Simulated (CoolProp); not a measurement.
Properties of fluorine along the isobar 6.86 MPa.

Computed with CoolProp (reference Helmholtz-energy equation of state, de Reuck 1990).

| T (K) | phase | density (kg/m³) | cp (kJ/(kg K)) | cv (kJ/(kg K)) | fugacity coefficient |
|---|---|---|---|---|---|
| 119.7 | liquid | 1254 | 1.679 | 0.7356 | ___ |
| 131.8 | liquid | 1125 | 1.930 | 0.7177 | ___ |
| 143.8 | liquid | 927.0 | 2.932 | 0.7373 | 0.5336 |
| 155.8 | supercritical | 401.2 | 3.795 | 0.7775 | 0.6691 |
| 167.8 | supercritical | 276.9 | 1.726 | 0.6738 | 0.7434 |
| 179.8 | supercritical | 228.7 | 1.337 | 0.6445 | 0.7959 |
| 191.8 | supercritical | 199.6 | 1.169 | 0.6286 | 0.8355 |
| 203.9 | supercritical | 179.0 | 1.073 | 0.6183 | 0.8665 |
| 215.9 | supercritical | 163.5 | 1.013 | 0.6115 | 0.8908 |
| 227.9 | supercritical | 151.1 | 0.9731 | 0.6073 | 0.9104 |
| 239.9 | supercritical | 140.8 | 0.9450 | 0.6050 | 0.9263 |
| 251.9 | supercritical | 132.1 | 0.9252 | 0.6042 | 0.9394 |
| 263.9 | supercritical | 124.6 | 0.9111 | 0.6047 | 0.9504 |
| 276 | supercritical | 118.0 | ___ | 0.6063 | 0.9596 |
| 288 | supercritical | 112.2 | 0.8947 | 0.6086 | 0.9674 |
| 300 | supercritical | 107.0 | 0.8904 | 0.6115 | 0.9740 |

Task: Some entries are withheld; supply them.

Result: 
- 119.7, fugacity coefficient: 0.2262
- 131.8, fugacity coefficient: 0.3704
- 276, cp (kJ/(kg K)): 0.9013

The peak of cp marks the crossing from liquid-like to gas-like fluid above the critical point.
